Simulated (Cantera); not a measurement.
**B + H2O + H2 + Cl2 (chemical vapour transport)**

Feed: 1 mol B, 0.068 mol H2O, 1.9 mol H2, 0.015 mol Cl2, equilibrated at 1330 Pa.

Equilibrium computed with Cantera from the NASA thermochemical tables; the gas is ideal and each condensed phase is pure. Candidate condensed phases: B, B2O3, B3O3H3, H2O; 33 gas species. Mutual solubility and eutectic melting of coexisting phases are not modelled. The tables' values for BOCl, BCl, BH2 are old estimates; treat these amounts as uncertain. Gases not in the tables: BHCl2. The numbers say what is thermodynamically allowed, not how fast it happens.

```csv
T (K),log p H2,log p HBO,log p HCl,log p B2O2,log p BCl3,log p B3O3H3,log p B2O3,log p H,n B(s),n B2O3(l)
798,-1.88,-9.77,-3.90,<-13,-4.65,-5.20,<-13,-12.51,0.950,0.0213
898,-1.88,-8.23,-3.76,-12.49,-5.11,-5.10,-13.85,-10.90,0.952,0.0213
998,-1.88,-7.00,-3.71,-10.35,-5.68,-5.04,-11.52,-9.61,0.953,0.0212
1098,-1.88,-6.01,-3.70,-8.61,-6.22,-5.01,-9.63,-8.55,0.953,0.0211
1198,-1.88,-5.18,-3.70,-7.17,-6.68,-4.99,-8.06,-7.66,0.953,0.0208
1298,-1.88,-4.49,-3.70,-5.96,-7.09,-4.98,-6.75,-6.91,0.951,0.0193
1398,-1.89,-3.91,-3.70,-4.92,-7.44,-4.99,-5.64,-6.27,0.946,0.0130
1498,-1.89,-3.53,-3.72,-4.30,-7.76,-5.39,-5.07,-5.71,0.934,0
1598,-1.89,-3.49,-3.72,-4.32,-8.03,-6.59,-5.43,-5.22,0.933,0
```
log p: log10 of the partial pressure in bar; n: condensed amount in mol.

From 798 K to 1398 K the condensed part is B(s) + B2O3(l). From 1498 K to 1598 K the condensed part is B(s). The main B-bearing gas is BCl3 at 798 K and HBO at 1598 K.
